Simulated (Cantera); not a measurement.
Input (Python, Cantera) and output of one run.

```python
import numpy as np
import cantera as ct

gas_names = [...]  # 123 gases of nasa_gas.yaml made of C, H, O, Si
cond_names = """
    C(gr) C6H6(L) C7H8(L) C8H18(L),n-octa H2O(s) H2O(L) Si(cr) Si(L) SiC(b) SiO2(Lqz) SiO2(hqz) SiO2(L)
""".split()


# ... load() reads the species with a 1 bar reference pressure and builds the phases ...
atoms = {
    'Si': {'Si': 1},
    'CO': {'C': 1, 'O': 1},
    'H2': {'H': 2},
}
top_T = {'C(gr)': 4500, 'SiC(b)': 3050}  # K; cautious upper limits of use, not melting points


# ... equilibrate(T, P, feed) seeds the gas with the atoms and calls Mixture.equilibrate('TP', solver="vcs", rtol=1e-11, max_steps=5000) ...
results = []
feed = {'Si': 1, 'CO': 0.14, 'H2': 210}  # mol
P = 71  # Pa
for T in [1373, 1448, 1523, 1598, 1673, 1748, 1823, 1898, 1973]:
    mix = equilibrate(T, P, feed)
    results.append((T, P, feed, dict(zip(mix.species_names, mix.species_moles))))

top = {s: max(r[3][s] / sum(r[3][g] for g in gas_names) for r in results) for s in gas_names}
cols = sorted((s for s in top if top[s] > 1e-05), key=lambda s: -top[s])[:8]
seen = [c for c in cond_names if any(r[3].get(c, 0) > 1e-12 for r in results)]
print("log10 of partial pressures in bar; condensed amounts in mol")
print(f"{'T/K':>10s}" + "".join(f"{s[:9]:>10s}" for s in cols + seen))
for T, P, feed, n in results:
    ng = sum(n[g] for g in gas_names)
    print(f"{T:10.4g}" + "".join(f"{np.log10(max(n[s] / ng * P / 1e5, 1e-99)):10.3f}" for s in cols)
          + "".join(f"{n.get(c, 0):10.4g}" for c in seen))
```

Result:

```
log10 of partial pressures in bar; condensed amounts in mol
       T/K        H2         H        Si       SiO        CO       SiH      Si2C      SiH2    Si(cr)     Si(L)    SiC(b)
      1373    -3.149    -7.052    -9.411    -6.332    -8.117   -10.231   -12.705    -9.750    0.7243         0    0.1377
      1448    -3.149    -6.610    -8.534    -6.335    -7.987    -9.506   -11.536    -9.275     0.725         0    0.1369
      1523    -3.149    -6.211    -7.744    -6.338    -7.869    -8.853   -10.484    -8.847    0.7218         0     0.136
      1598    -3.150    -5.849    -7.029    -6.342    -7.764    -8.263    -9.533    -8.460    0.6996         0    0.1348
      1673    -3.151    -5.519    -6.379    -6.347    -7.668    -7.727    -8.670    -8.109    0.5989         0     0.133
      1748    -3.154    -5.218    -5.837    -6.359    -7.486    -7.290    -7.935    -7.841         0    0.2768    0.1268
      1823    -3.158    -4.942    -5.599    -6.467    -6.898    -7.149    -7.520    -7.856         0         0   0.09286
      1898    -3.164    -4.689    -5.528    -6.957    -6.451    -7.169    -7.288    -8.020         0         0   0.01306
      1973    -3.173    -4.456    -5.507    -7.323    -6.385    -7.234    -7.642    -8.220         0         0         0
```

These are equilibrium values from Cantera (NASA tables, ideal gas, pure condensed phases), not measurements of a reactor. Mutual solubility and eutectic melting of coexisting phases are not modelled. Gases not in the tables: Si2H6 and higher silanes.
